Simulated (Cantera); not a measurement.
**Fluorocarbon and chlorocarbon gases: c-C₄F₈ + Si + H₂**

Charge: 1 mol c-C₄F₈, a varied amount of Si, 11 mol H₂, held at 625 K and 0.120 bar.

These are equilibrium values from Cantera (NASA tables, ideal gas, pure condensed phases), not measurements of a reactor. Candidate condensed phases: C, C₆H₆, C₇H₈, C₈H₁₈, Si, SiC; 113 gas species. The feed counts by its element totals alone. The numbers say what is thermodynamically allowed, not how fast it happens.

```csv
n(Si) (mol),x HF,x CH₄,x H₂,x SiF₄,x H₂F₂,x C₂H₆,n C(graphite)
0.0099,0.631,0.188,0.180,0.000785,1.59e-5,2.02e-7,1.63
0.017,0.629,0.189,0.180,0.00135,1.58e-5,2.03e-7,1.62
0.028,0.627,0.190,0.181,0.00223,1.57e-5,2.04e-7,1.61
0.047,0.623,0.192,0.182,0.00375,1.55e-5,2.07e-7,1.59
0.079,0.615,0.195,0.183,0.00633,1.51e-5,2.13e-7,1.57
0.13,0.604,0.200,0.186,0.0105,1.46e-5,2.21e-7,1.52
0.22,0.583,0.209,0.190,0.0180,1.36e-5,2.37e-7,1.44
0.38,0.544,0.227,0.198,0.0319,1.18e-5,2.67e-7,1.30
0.64,0.476,0.257,0.210,0.0560,9.07e-6,3.22e-7,1.06
1.1,0.342,0.319,0.235,0.104,4.67e-6,4.46e-7,0.635
1.8,0.0870,0.435,0.283,0.196,3.02e-7,6.85e-7,0
```
x: gas mole fraction; n: condensed amount in mol.

From 0.0099 mol Si to 1.1 mol Si the condensed part is C(graphite). At 1.8 mol Si nothing is condensed. The main Si-bearing gas is SiF₄ throughout.
